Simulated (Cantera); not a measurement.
Charge: 1 mol SiH2Cl2, 7.5 mol NO, 53 mol H2, 0.79 mol O3, held at 1373 K and 0.0133 bar.

Equilibrium computed with Cantera from the NASA thermochemical tables; the gas is ideal and each condensed phase is pure. Candidate condensed phases: H2O, NH4Cl, Si, SiO2, Si2N2O, Si3N4; 47 gas species. The tables hold silica as quartz up to 1696 K and as liquid above; real silica turns to tridymite and cristobalite and melts near 1996 K. Rates play no part.

Base state: H2 0.768, H2O 0.134, N2 0.0638, HCl 0.0340, H 2.53e-5 (mole fractions); condensed: SiO2(β-quartz).

Problem. What changes in the equilibrium state with this change: O3 from 0.79 to 6.3 mol?

Solution. 
```json
[
 {"species": "H2", "before": "0.768", "after": "0.487"},
 {"species": "H2O", "before": "0.134", "after": "0.415"},
 {"species": "N2", "before": "0.0638", "after": "0.0638"},
 {"species": "H", "before": "2.53e-5", "after": "2.01e-5"},
 {"species": "HCl", "before": "0.0340", "after": "0.0340"},
 {"species": "SiO2(β-quartz), mol", "before": "1.000", "after": "1.00"}
]
```
